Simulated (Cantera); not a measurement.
Feed: 1 mol CH3F, 8.9 mol H2, at 2902 °C and 1.00 Torr.

Cantera equilibrium calculation (NASA polynomials, part measured and part estimated; ideal gas, pure solids and liquids). Candidate condensed phases: C, C6H6, C7H8, C8H18; 95 gas species. Kinetics and transport are ignored.

Base state: H 0.903, HF 0.0312, C 0.0266, H2 0.0158, F 0.0149, C3 0.00417, C2 0.00302, C2H 0.000417 (mole fractions); condensed: gas only.

**Question.** What changes in the equilibrium state with this change: temperature from 2902 °C to 3075 °C?

**Answer.** 
```csv
species,before,after
H,0.903,0.907
C,0.0266,0.0382
F,0.0149,0.0271
HF,0.0312,0.0177
H2,0.0158,0.00646
C2H2 (acetylene),3.35e-5,2.66e-6
C3,0.00417,0.000890
C2H,0.000417,9.98e-5
C2,0.00302,0.00187
```
